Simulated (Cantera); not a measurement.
Charge: 1 mol Si, 4.4 mol N2O, 70 mol N2, 0.011 mol CO2, equilibrated at 0.900 Torr.

These are equilibrium values from Cantera (NASA tables, ideal gas, pure condensed phases), not measurements of a reactor. Candidate condensed phases: C, Si, SiC, SiO2, Si2N2O, Si3N4; 34 gas species. The tables hold silica as quartz up to 1696 K and as liquid above; real silica turns to tridymite and cristobalite and melts near 1996 K. Kinetics and transport are ignored.

Which condensed phases are stable at each of these points (T (K)): 1023, 1123, 1223, 1323, 1423, 1523, 1623, 1723, 1823, 1923, 2023, 2123, 2223?


```tsv
T (K)	condensed phases	Si condensed (%)
1023	SiO2(β-quartz)	100.0
1123	SiO2(β-quartz)	100.0
1223	SiO2(β-quartz)	100.0
1323	SiO2(β-quartz)	100.0
1423	SiO2(β-quartz)	100.0
1523	SiO2(β-quartz)	100.0
1623	SiO2(β-quartz)	100.0
1723	SiO2(condensed)	100.0
1823	SiO2(condensed)	99.6
1923	SiO2(condensed)	94.7
2023	SiO2(l)	46.9
2123	gas only	0.0
2223	gas only	0.0
```

From 1023 K to 1623 K the condensed part is SiO2(β-quartz). From 1723 K to 1923 K the condensed part is SiO2(condensed). At 2023 K the condensed part is SiO2(l). From 2123 K to 2223 K nothing is condensed.
